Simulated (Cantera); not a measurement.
A Cantera script and its output.

```python
import numpy as np
import cantera as ct

gas = ct.Solution("gri30.yaml")
gas.TPX = 300, 200000, {'CH4': 1, 'O2': 4, 'N2': 15}
inlet = ct.Reservoir(gas, clone=True)
gas.equilibrate("HP")  # start burning
reactor = ct.IdealGasConstPressureReactor(gas, energy="on", clone=False)
exhaust = ct.Reservoir(gas, clone=True)
tau = [0.074, 0.031, 0.013, 0.0057, 0.0024, 0.001, 0.00044, 0.00019, 8e-05][0]
for a, b in ((inlet, reactor), (reactor, exhaust)):
    ct.MassFlowController(a, b, mdot=lambda t: reactor.mass / tau)
net = ct.ReactorNet([reactor])
show = ['CH4', 'O2', 'H2', 'NO', 'CO2']

rows = []
print(f"{'tau/s':>10s}{'T/K':>9s}" + "".join(f"{s:>11s}" for s in show))
for tau in [0.074, 0.031, 0.013, 0.0057, 0.0024, 0.001, 0.00044, 0.00019, 8e-05]:
    net.initial_time = 0.0
    net.advance(30 * tau)
    before = gas.X
    net.advance(40 * tau)
    drift = np.max(np.abs(gas.X - before) / (gas.X + 1e-9))
    rows.append([gas.T, *gas[show].X, drift])
    print(f"{tau:10.3e}{gas.T:9.1f}" + "".join(f"{x:11.3e}" for x in gas[show].X))
```

Output:

```
     tau/s      T/K        CH4         O2         H2         NO        CO2
 7.400e-02   1478.7  3.811e-05  1.002e-01  2.810e-05  1.237e-06  4.954e-02
 3.100e-02   1474.6  6.952e-05  1.004e-01  5.325e-05  1.069e-06  4.913e-02
 1.300e-02   1466.7  1.303e-04  1.008e-01  1.029e-04  8.038e-07  4.832e-02
 5.700e-03   1451.7  2.522e-04  1.018e-01  2.002e-04  5.325e-07  4.674e-02
 2.400e-03    300.0  5.000e-02  2.000e-01 -4.639e-17 -3.926e-23 -8.519e-16
 1.000e-03    300.0  5.000e-02  2.000e-01 -2.344e-20 -1.983e-26 -4.304e-19
 4.400e-04    300.0  5.000e-02  2.000e-01 -1.480e-21 -1.253e-27 -2.719e-20
 1.900e-04    300.0  5.000e-02  2.000e-01 -9.351e-23 -7.913e-29 -1.717e-21
 8.000e-05    300.0  5.000e-02  2.000e-01 -5.907e-24 -4.998e-30 -1.085e-22
```

Detailed kinetics in Cantera: GRI-Mech 3.0 (53 species, 325 reactions).
